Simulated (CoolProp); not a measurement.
Values from CoolProp's reference Helmholtz-energy equation of state, Lemmon 2006. It is a short technical equation, of lower accuracy than the large ones.

For CH3F (R41), give the phase and the density (kg/m³), fugacity coefficient at 62.95 °C and 8.98 bar; 62.95 °C and 43.1 bar.


- 62.95 °C and 8.98 bar: gas; density 11.5, fugacity coefficient 0.951
- 62.95 °C and 43.1 bar: gas; density 71.9, fugacity coefficient 0.777
